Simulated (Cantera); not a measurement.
A closed system holds: 1 mol borazine, 8 mol H2O, held at 0.100 bar.

Equilibrium computed with Cantera from the NASA thermochemical tables; the gas is ideal and each condensed phase is pure. Candidate condensed phases: B, BN, B2O3, B3O3H3, H2O; 39 gas species. The feed counts by its element totals alone. Gases not in the tables: H3BO3. Rates play no part.

**Question.** Which condensed phases are stable at each of these points (T (K)): 973, 1173, 1373, 1573, 1773, 1973, 2173, 2373?

**Answer.** 
```json
[
 {"T (K)": "973", "condensed phases": "B2O3(l)", "B condensed (%)": "98.1"},
 {"T (K)": "1173", "condensed phases": "B2O3(l)", "B condensed (%)": "98.9"},
 {"T (K)": "1373", "condensed phases": "B2O3(l)", "B condensed (%)": "94.7"},
 {"T (K)": "1573", "condensed phases": "B2O3(l)", "B condensed (%)": "69.3"},
 {"T (K)": "1773", "condensed phases": "gas only", "B condensed (%)": "0.0"},
 {"T (K)": "1973", "condensed phases": "gas only", "B condensed (%)": "0.0"},
 {"T (K)": "2173", "condensed phases": "gas only", "B condensed (%)": "0.0"},
 {"T (K)": "2373", "condensed phases": "gas only", "B condensed (%)": "0.0"}
]
```

From 973 K to 1573 K the condensed part is B2O3(l). From 1773 K to 2373 K nothing is condensed.
